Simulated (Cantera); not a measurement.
Mixture: CH4 : O2 : N2 = 1 : 4.55 : 17.1 (molar parts), at 1500000 Pa, adiabatic and at constant pressure. Ignition delay is the time to a rise of 400 K.

Model: GRI-Mech 3.0 (53 species, 325 reactions), integrated in Cantera. The pressure lies above the range GRI-Mech 3.0 was tuned for (to about 10 atm).

Task: What does this change do: O2 4.55 to 1.7 parts?

Result: 
| quantity | before | after |
|---|---|---|
| delay at 1300 K | 0.710 ms | 2.81 ms |
| delay at 1375 K | 0.324 ms | 1.31 ms |
| delay at 1450 K | 0.158 ms | 0.627 ms |
| delay at 1525 K | 81.3 µs | 0.305 ms |
| delay at 1600 K | 44.1 µs | 0.151 ms |
| delay at 1675 K | 25.1 µs | 76.8 µs |
| delay at 1750 K | 15.0 µs | 40.8 µs |
| apparent activation energy between 1600 and 1750 K | 170 kJ/mol | 200 kJ/mol |

Task: What does this change do: pressure from 1500000 Pa to 1800000 Pa?

Result: 
```json
[
 {"quantity": "delay at 1300 K", "before": "0.710 ms", "after": "0.597 ms"},
 {"quantity": "delay at 1375 K", "before": "0.324 ms", "after": "0.275 ms"},
 {"quantity": "delay at 1450 K", "before": "0.158 ms", "after": "0.135 ms"},
 {"quantity": "delay at 1525 K", "before": "81.3 µs", "after": "69.9 µs"},
 {"quantity": "delay at 1600 K", "before": "44.1 µs", "after": "38.1 µs"},
 {"quantity": "delay at 1675 K", "before": "25.1 µs", "after": "21.8 µs"},
 {"quantity": "delay at 1750 K", "before": "15.0 µs", "after": "13.0 µs"},
 {"quantity": "apparent activation energy between 1600 and 1750 K", "before": "170 kJ/mol", "after": "170 kJ/mol"}
]
```
